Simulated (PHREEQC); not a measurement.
Consider water at 20 °C with 0.22 mol NaHCO3, 5.3e-05 mol Na2B4O7 and 0.01 mol LiCl per kg of water. Closed to the air; pH follows from the charge balance.

Computed with PHREEQC (ion-association model, wateq4f.dat).

Q: The ionic strength comes out as 0.218 mol/kgw. What activity coefficients do NaCO3-, Cl-, Na+, HCO3-, CO3-2 get?

A: NaCO3- 0.74, Cl- 0.71, Na+ 0.74, HCO3- 0.74, CO3-2 0.30.

No solid was allowed to form. Complexes and solids missing from the database can't appear.
